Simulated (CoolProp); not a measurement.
Saturation properties of dimethyl carbonate.

The numbers come from the reference Helmholtz-energy equation of state, Zhou 2011 in CoolProp.

```tsv
T (°C)	p (MPa)	liquid density (kg/m³)	liquid cp (kJ/(kg K))	vapour Z	surface tension (mN/m)
92.45	0.1091	970.6	1.964	0.9694	18.7
103.25	0.1514	955.0	1.992	0.9611	17.2
113.95	0.2050	939.2	2.022	0.9515	15.8
124.75	0.2731	922.8	2.053	0.9403	14.5
135.55	0.3575	906.1	2.086	0.9274	13.1
146.35	0.4607	888.9	2.121	0.9129	11.8
157.15	0.5852	871.1	2.158	0.8964	10.5
167.95	0.7338	852.7	2.198	0.8780	9.31
178.75	0.9094	833.7	2.242	0.8574	8.12
189.55	1.115	813.7	2.292	0.8344	6.99
200.35	1.355	792.7	2.351	0.8087	5.90
211.05	1.629	770.5	2.422	0.7801	4.88
221.85	1.947	746.5	2.514	0.7476	3.90
232.65	2.311	720.0	2.638	0.7103	2.99
243.45	2.727	690.1	2.819	0.6670	2.15
```

It boils at 90.1 °C under 1 atm.

Surface tension comes from a separate correlation (Mulero 2014).
